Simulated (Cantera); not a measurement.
A freely propagating, adiabatic, planar premixed flame of 10.4 % CO, 3.02 % H2, 2.71 % CH4, 17.6 % O2, 66.2 % N2, equivalence ratio 0.69, unburnt at 625 K and 0.310 bar; multicomponent+Soret transport, grid criteria slope 0.08 and curve 0.16, no radiation.

Detailed kinetics in Cantera: GRI-Mech 3.0 (53 species, 325 reactions). Burning velocities carry a grid error of a few per cent, more on coarse grids.

### Question
Predict: laminar burning velocity; thermal thickness; peak x(C2H6); peak x(HO2).

### Answer
| Item | Result |
|---|---|
| laminar burning velocity | 200 cm/s |
| thermal thickness | 1.46 mm |
| peak x(C2H6) | 3.90e-5 |
| peak x(HO2) | 8.98e-5 |
